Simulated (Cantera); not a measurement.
A closed system holds: 1 mol NF₃, 0.49 mol H₂O, at 3250 °C and 89.0 Pa.

Method: chemical equilibrium by Gibbs-energy minimisation in Cantera with the NASA 1993 tables (ideal gas, pure condensed phases). Candidate condensed phases: H₂O; 40 gas species. Equilibrium is a limit: real reactors are often held back by kinetics, nucleation or transport.

Base state: F 0.596, H 0.182, N₂ 0.101, O 0.0998, HF 0.0180, N 0.00263, NO 0.000364, H₂ 7.65e-5 (mole fractions); condensed: gas only.

Question: What changes in the equilibrium state with this change: 0.25 mol HCl added?

Answer: 
```tsv
species	before	after
F	0.596	0.540
H	0.182	0.210
N₂	0.101	0.0916
Cl	0	0.0465
O	0.0998	0.0907
HF	0.0180	0.0187
HCl	0	3.39e-5
H₂	7.65e-5	0.000101
```
Further candidate phases: NH₄Cl.
